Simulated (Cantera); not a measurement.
A Cantera script and what it prints.

```python
import numpy as np
import cantera as ct

gas_names = """
    B BF BF2 BF3 BO BOF BOF2 BO2 B2 B2O B2O2 B2O3 B3O3F3 F FO FO2 F2 F2O O O2 O3
""".split()
cond_names = """
    B(b) B(L) B2O3(L)
""".split()


# ... load() reads the species with a 1 bar reference pressure and builds the phases ...
atoms = {
    'B2O3': {'B': 2, 'O': 3},
    'F2': {'F': 2},
}
top_T = {}  # K; cautious upper limits of use, not melting points


# ... equilibrate(T, P, feed) seeds the gas with the atoms and calls Mixture.equilibrate('TP', solver="vcs", rtol=1e-11, max_steps=5000) ...
results = []
feed = {'B2O3': 1, 'F2': 1.5}  # mol
P = 2.8  # Pa
for T in [1400, 1450, 1500, 1550, 1600, 1650, 1700, 1750, 1800]:
    mix = equilibrate(T, P, feed)
    results.append((T, P, feed, dict(zip(mix.species_names, mix.species_moles))))

top = {s: max(r[3][s] / sum(r[3][g] for g in gas_names) for r in results) for s in gas_names}
cols = sorted((s for s in top if top[s] > 0.001), key=lambda s: -top[s])[:5]
seen = [c for c in cond_names if any(r[3].get(c, 0) > 1e-12 for r in results)]
print("log10 of partial pressures in bar; condensed amounts in mol")
print(f"{'T/K':>10s}" + "".join(f"{s[:9]:>10s}" for s in cols + seen))
for T, P, feed, n in results:
    ng = sum(n[g] for g in gas_names)
    print(f"{T:10.4g}" + "".join(f"{np.log10(max(n[s] / ng * P / 1e5, 1e-99)):10.3f}" for s in cols)
          + "".join(f"{n.get(c, 0):10.4g}" for c in seen))
```

It prints:

```
log10 of partial pressures in bar; condensed amounts in mol
       T/K       BOF        O2       BF3         F         O
      1400    -4.816    -5.117    -5.293    -9.324    -8.583
      1450    -4.816    -5.117    -5.293    -8.872    -8.256
      1500    -4.816    -5.118    -5.294    -8.450    -7.951
      1550    -4.816    -5.118    -5.294    -8.056    -7.665
      1600    -4.816    -5.119    -5.295    -7.686    -7.398
      1650    -4.817    -5.121    -5.296    -7.340    -7.147
      1700    -4.817    -5.124    -5.300    -7.015    -6.912
      1750    -4.817    -5.130    -5.306    -6.710    -6.691
      1800    -4.818    -5.139    -5.317    -6.426    -6.484
```

Equilibrium computed with Cantera from the NASA thermochemical tables; the gas is ideal and each condensed phase is pure. The tables' values for BF2 are old estimates; treat these amounts as uncertain.
